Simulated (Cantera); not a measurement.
An adiabatic, constant-pressure homogeneous reactor starts with 11.5 % H2, 18.6 % O2, 69.9 % N2, equivalence ratio 0.31, at 1600 K and 1.00 bar.

Cantera simulation using the H2/O2 subset of GRI-Mech 3.0, which has no nitrogen chemistry; the numbers are that mechanism's predictions, not measurements.

x: mole fraction; the columns are a selection and need not sum to one.

```
t (s)     T (K)      x H2   x O2     x OH   x H2O2    x H2O
--------  -----  --------  -----  -------  -------  -------
3.00e-6    1600     0.115  0.186  2.37e-6        ?  7.85e-6
1.33e-5    1677    0.0160  0.127   0.0140        ?   0.0753
5.91e-5    2068   0.00647  0.125   0.0171        ?   0.0995
0.000262   2304   0.00174  0.131   0.0113        ?    0.114
0.00116    2345  0.000864  0.133  0.00834  2.10e-7    0.117
0.00516    2345  0.000863  0.133  0.00834  2.10e-7    0.117
0.0229     2345  0.000863  0.133  0.00834  2.10e-7    0.117
0.102      2345  0.000863  0.133  0.00834  2.10e-7    0.117
0.451      2345  0.000863  0.133  0.00834  2.10e-7    0.117
2.00       2345  0.000863  0.133  0.00834  2.10e-7    0.117
```

What belongs in the gaps?


- 3.00e-6, x H2O2: 1.42e-8
- 1.33e-5, x H2O2: 1.45e-6
- 5.91e-5, x H2O2: 3.02e-7
- 0.000262, x H2O2: 1.62e-7
